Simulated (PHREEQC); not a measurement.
2.3 g of hydrous ferric oxide (600 m²/g; 0.2 weak and 0.005 strong sites per Fe, Dzombak-Morel constants, diffuse double layer) in 1 kg of water with 0.001 mol/kgw of an inert sodium salt and 0.034 mmol/kgw NaH2PO4 and 1.3 mmol/kgw NaF, at 25 °C; the pH is set by adding NaOH or the inert anion's acid. Oxygen is held at 0.21 atm. CO2 from the air is kept out. Nothing may precipitate in this run.

Base run: PHREEQC, ion-association model, wateq4f.dat. Each further column changes one thing. The table gives F sorbed (%).

| pH | base | no electrostatic term (-no_edl) | background salt from 0.001 to 0.0001 mol/kgw |
|---|---|---|---|
| 4 | 99.2 | 9.5 | 99.3 |
| 4.5 | 98.6 | (withheld) | 98.7 |
| 5 | 96.9 | 10.5 | 97.2 |
| 5.5 | 93.0 | 10.7 | 93.4 |
| 6 | 84.4 | 10.9 | 85.0 |
| 6.5 | 69.6 | 11.3 | 70.2 |
| 7.5 | 29.9 | 13.5 | 30.3 |
| 8 | 14.5 | (withheld) | 14.6 |
| 8.5 | 5.8 | 11.9 | 5.8 |
| 9 | 2.1 | 7.9 | 2.1 |
| 9.5 | 0.7 | (withheld) | 0.7 |
| 10 | 0.3 | 1.5 | 0.3 |

**Question.** Some entries are withheld; supply them.

**Answer.** 
- 4.5, no electrostatic term (-no_edl): 10.2
- 8, no electrostatic term (-no_edl): 13.8
- 9.5, no electrostatic term (-no_edl): 3.8

H3PO4, which wateq4f.dat lacks, is added to it with the constant of phreeqc.dat.
